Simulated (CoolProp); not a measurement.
Values from CoolProp's reference Helmholtz-energy equation of state, Lemmon 2006. It is a short technical equation, of lower accuracy than the large ones.

Q: Give the vapour pressure (kPa), vapour density (kg/m³), enthalpy of vaporisation (kJ/kg), liquid cp (kJ/(kg K)) of saturated acetone at 402.2, 415.4 K.

A: 
```tsv
T (K)	p (kPa)	vapour density (kg/m³)	enthalpy of vaporisation (kJ/kg)	liquid cp (kJ/(kg K))
402.2	740	15.6	407	2.53
415.4	978	20.8	386	2.61
```
